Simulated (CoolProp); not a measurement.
Computed with CoolProp (reference Helmholtz-energy equation of state, Lemmon 2006). It is a short technical equation, of lower accuracy than the large ones.

### Question
For acetone, give the phase and the density (kg/m³), cp (kJ/(kg K)), cv (kJ/(kg K)), isothermal compressibility (1/MPa) at 323.4 K and 7.93 MPa; 490.6 K and 0.447 MPa.

### Answer
- 323.4 K and 7.93 MPa: liquid; density 765, cp 2.19, cv 1.59, isothermal compressibility 0.00146
- 490.6 K and 0.447 MPa: gas; density 6.65, cp 1.91, cv 1.73, isothermal compressibility 2.34
